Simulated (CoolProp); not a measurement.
A closed Brayton cycle with nitrogen: compressor inlet 314.15 K and 4.3 MPa, high pressure 11.2 MPa, turbine inlet 985 K, compressor efficiency 0.85, turbine efficiency 0.85, recuperator effectiveness 0.95 (on enthalpy, no pinch check). Each further row changes one setting.

Values from CoolProp's reference Helmholtz-energy equation of state, Span 2000.

```csv
case,thermal efficiency (%),net work (kJ/kg),compressor to turbine work,compressor exit (K),turbine exit (K)
as stated,38.6,92.8,0.57,431.7,800.9
turbine inlet 935 K,36.0,___,___,431.7,758.7
compressor inlet 324.15 K,37.1,___,0.59,445.3,800.9
high pressure 9.52 MPa,39.7,83.3,0.54,___,829.5
recuperator effectiveness 0.5,___,92.8,0.57,431.7,800.9
```

Question: Some entries are withheld; supply them.

Answer: 
- turbine inlet 935 K, net work (kJ/kg): 81.8
- turbine inlet 935 K, compressor to turbine work: 0.60
- compressor inlet 324.15 K, net work (kJ/kg): 88.7
- high pressure 9.52 MPa, compressor exit (K): 409.4
- recuperator effectiveness 0.5, thermal efficiency (%): 22.0
